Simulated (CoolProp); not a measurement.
Vapour-liquid equilibrium of R1234yf (1) + isobutane (2) at 293.5 K; x and y are mole fractions of (1).

Model: multi-fluid Helmholtz-energy mixture model, Lemmon 2022 and Bücker 2006; pair parameters Bell 2016, in CoolProp.

```json
[
 {"x": "0.05", "bubble pressure (bar)": "3.602", "y at the bubble point": "0.178", "dew pressure at overall composition x (bar)": "3.193", "liquid density (mol/L)": "9.547"},
 {"x": "0.125", "bubble pressure (bar)": "4.226", "y at the bubble point": "0.333", "dew pressure at overall composition x (bar)": "3.423", "liquid density (mol/L)": "9.510"},
 {"x": "0.2", "bubble pressure (bar)": "4.679", "y at the bubble point": "0.427", "dew pressure at overall composition x (bar)": "3.682", "liquid density (mol/L)": "9.479"},
 {"x": "0.275", "bubble pressure (bar)": "5.018", "y at the bubble point": "0.494", "dew pressure at overall composition x (bar)": "3.975", "liquid density (mol/L)": "9.454"},
 {"x": "0.35", "bubble pressure (bar)": "5.279", "y at the bubble point": "0.546", "dew pressure at overall composition x (bar)": "4.304", "liquid density (mol/L)": "9.436"},
 {"x": "0.425", "bubble pressure (bar)": "5.488", "y at the bubble point": "0.590", "dew pressure at overall composition x (bar)": "4.667", "liquid density (mol/L)": "9.427"},
 {"x": "0.5", "bubble pressure (bar)": "5.658", "y at the bubble point": "0.632", "dew pressure at overall composition x (bar)": "5.049", "liquid density (mol/L)": "9.428"},
 {"x": "0.575", "bubble pressure (bar)": "5.798", "y at the bubble point": "0.672", "dew pressure at overall composition x (bar)": "5.419", "liquid density (mol/L)": "9.440"},
 {"x": "0.65", "bubble pressure (bar)": "5.911", "y at the bubble point": "0.715", "dew pressure at overall composition x (bar)": "5.725", "liquid density (mol/L)": "9.462"},
 {"x": "0.725", "bubble pressure (bar)": "5.996", "y at the bubble point": "0.761", "dew pressure at overall composition x (bar)": "5.933", "liquid density (mol/L)": "9.496"},
 {"x": "0.8", "bubble pressure (bar)": "6.050", "y at the bubble point": "0.813", "dew pressure at overall composition x (bar)": "6.040", "liquid density (mol/L)": "9.542"},
 {"x": "0.875", "bubble pressure (bar)": "6.065", "y at the bubble point": "0.873", "dew pressure at overall composition x (bar)": "6.064", "liquid density (mol/L)": "9.599"},
 {"x": "0.95", "bubble pressure (bar)": "6.032", "y at the bubble point": "0.945", "dew pressure at overall composition x (bar)": "6.028", "liquid density (mol/L)": "9.668"}
]
```

y crosses x between x = 0.8 and 0.875: the model has an azeotrope there.

Pair parameters are fitted to limited data, so mixtures are less certain than the pure fluids.
